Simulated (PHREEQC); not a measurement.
A column of 1 m (30 cells, dispersivity 0.035 m, 3600 s a shift, diffusion coefficient 3e-10 m²/s) holds 0.0013 eq of the database's cation exchanger X per kg of pore water, first in equilibrium with 0.044 mol MnCl2 and 1e-05 mol HCl per kg of water. It is flushed with 0.00045 mol PbCl2 and 1e-05 mol HCl per kg of water, at 25 °C. Values are for the last cell. The system is closed to CO2. Precipitation was switched off in this run.

Equilibrium calculation in PHREEQC: ion-association model, phreeqc.dat.

**Question.** Predict Pb in solution (mol/kgw), Mn in solution (mol/kgw), MnX2 on the exchanger (mol/kgw) at pore volumes = 2.35, 2.517, 4.017, 4.517.

**Answer.** 
```
pore volumes  Pb in solution (mol/kgw)  Mn in solution (mol/kgw)  MnX2 on the exchanger (mol/kgw)
------------  ------------------------  ------------------------  -------------------------------
2.35                           6.83e-5                  0.000394                         0.000414
2.517                         0.000161                  0.000294                         0.000232
4.017                         0.000449                   6.54e-7                          2.87e-7
4.517                         0.000450                   7.84e-8                          3.44e-8
```
